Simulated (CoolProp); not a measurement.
Vapour-liquid equilibrium of fluoroethane (R161) (1) + R134a (2) at 285.4 K; x and y are mole fractions of (1).

Model: multi-fluid Helmholtz-energy mixture model, Wu 2012 and Tillner-Roth 1994; pair parameters Bell 2016, in CoolProp.

```csv
x,bubble pressure (MPa),y at the bubble point,dew pressure at overall composition x (MPa),liquid density (mol/L)
0.05,(withheld),0.062,(withheld),12.41
0.2,0.4747,0.243,0.4692,12.82
0.35,0.4992,0.416,0.4893,13.25
0.5,0.5270,(withheld),0.5131,13.70
0.65,0.5580,(withheld),0.5418,(withheld)
0.8,0.5922,0.853,0.5774,14.65
0.95,0.6292,0.966,0.6234,15.16
```

Problem. Fill in the missing entries.

Solution. 
- 0.05, bubble pressure (MPa): 0.4532
- 0.05, dew pressure at overall composition x (MPa): 0.4519
- 0.5, y at the bubble point: 0.576
- 0.65, y at the bubble point: 0.723
- 0.65, liquid density (mol/L): 14.16

No azeotrope shows between x = 0.05 and 0.95.

Pair parameters are fitted to limited data, so mixtures are less certain than the pure fluids.
